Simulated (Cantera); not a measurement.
An isothermal, constant-pressure homogeneous reactor starts with N₂O : N₂ = 1 : 0.73 (molar parts), at 1300 K and 1.00 bar. Integrator tolerance rtol = 1e-08.

Detailed kinetics in Cantera: GRI-Mech 3.0 (53 species, 325 reactions). GRI-Mech 3.0 was tuned for natural gas; its chemistry of N2O as a main component is partial and can be far from experiment. The mechanism lacks the step 2 NO + O2 → 2 NO2, which can matter for NO2 below about 1400 K. The temperature is held fixed by assumption; the heat of reaction is taken as removed at once.

```json
[
 {"quantity": "x(N₂O) at 100 s", "before": "6.90e-7 (gas-phase equilibrium 2.68e-8)", "after": "0.000310 (gas-phase equilibrium 4.38e-9)"},
 {"quantity": "x(N₂) at 100 s", "before": "0.751 (gas-phase equilibrium 0.776)", "after": "0.743 (gas-phase equilibrium 0.776)"},
 {"quantity": "x(NO) at 100 s", "before": "0.0491 (gas-phase equilibrium 0.000408)", "after": "0.0649 (gas-phase equilibrium 0.000408)"},
 {"quantity": "x(O) at 100 s", "before": "7.95e-8 (gas-phase equilibrium 8.43e-8)", "after": "7.56e-7 (gas-phase equilibrium 5.16e-7)"},
 {"quantity": "x(NO₂) at 100 s", "before": "0.000517 (gas-phase equilibrium 4.55e-6)", "after": "7.66e-5 (gas-phase equilibrium 7.43e-7)"}
]
```

Question: What was changed between the two runs?
A. N2 0.73 to 1.3 parts
B. pressure from 1.00 bar to 10.00 Torr
C. temperature 1300 to 1425 K
D. pressure from 1.00 bar to 20.0 Torr

Answer: D, pressure from 1.00 bar to 20.0 Torr
